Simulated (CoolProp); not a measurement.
The numbers come from the reference Helmholtz-energy equation of state, Thol 2016 in CoolProp.

**Question.** For hexamethyldisiloxane (MM), give the phase and the density (kg/m³), cp (kJ/(kg K)), speed of sound (m/s), Joule-Thomson coefficient (K/MPa) at 69.65 °C and 0.0966 MPa; 69.65 °C and 0.448 MPa.

**Answer.** 
- 69.65 °C and 0.0966 MPa: liquid; density 711, cp 2.02, speed of sound 721, Joule-Thomson coefficient -0.316
- 69.65 °C and 0.448 MPa: liquid; density 712, cp 2.02, speed of sound 726, Joule-Thomson coefficient -0.319
